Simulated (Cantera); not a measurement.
Diamond growth

A diamond (100) surface in a fixed gas of H2 with x(CH4) = 0.028, x(H) = 0.0012, at 1298 K, 10000 Pa; coverages are run to steady state.

Computed with Cantera and the Harris–Goodwin 1993 mechanism for the reconstructed diamond (100) surface.

| x(CH3) | growth (µm/h) | θ c6HH | θ c6H* | θ c6*H | θ c6** | θ c6HM |
|---|---|---|---|---|---|---|
| 1e-06 | 0.0127 | 0.418 | 0.0470 | 0.504 | 0.0312 | 4.25e-6 |
| 2.8e-06 | 0.0356 | 0.418 | 0.0470 | 0.504 | 0.0312 | 1.19e-5 |
| 7.6e-06 | 0.0965 | 0.418 | 0.0470 | 0.504 | 0.0311 | 3.23e-5 |
| 2.1e-05 | 0.266 | 0.418 | 0.0470 | 0.503 | 0.0311 | 8.92e-5 |
| 5.8e-05 | 0.732 | 0.418 | 0.0470 | 0.503 | 0.0309 | 0.000246 |
| 0.00016 | 1.99 | 0.418 | 0.0469 | 0.502 | 0.0305 | 0.000675 |
| 0.00044 | 5.30 | 0.416 | 0.0467 | 0.501 | 0.0293 | 0.00183 |
| 0.0012 | 13.3 | 0.414 | 0.0463 | 0.496 | 0.0265 | 0.00480 |
| 0.0033 | 30.2 | 0.407 | 0.0452 | 0.485 | 0.0209 | 0.0122 |
θ: site fractions in the mechanism's names (c6HH fully hydrogenated, c6H* and c6*H radical sites, c6** diradical, c6HM methylated).
